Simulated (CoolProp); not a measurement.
Vapour pressure (MPa) of hydrogen chloride: the reference equation beside estimates from Tc = 324.7 K, pc = 8.314 MPa, ω = 0.130.

Computed with CoolProp (reference Helmholtz-energy equation of state, Thol 2018).

```
T (K)  reference  Lee-Kesler  van der Waals
-----  ---------  ----------  -------------
193.5     0.1358      0.1302         0.6946
202.8     0.2177      0.2118              …
212.1          …      0.3284          1.160
221.5          …           …          1.460
230.8          …      0.7047          1.802
240.1     0.9745      0.9811          2.192
249.5      1.321       1.334          2.639
258.8      1.746           …          3.134
268.1      2.264       2.291          3.684
277.5          …       2.928          4.297
```

**Question.** Fill in the missing entries.

**Answer.** 
- 202.8, van der Waals: 0.9073
- 212.1, reference: 0.3334
- 221.5, reference: 0.4935
- 221.5, Lee-Kesler: 0.4908
- 230.8, reference: 0.7035
- 258.8, Lee-Kesler: 1.766
- 277.5, reference: 2.896

Absolute difference from the reference over all 10 rows, mean and median: Lee-Kesler 1.4 and 1.1 %, van der Waals 174.3 and 140.5 %.
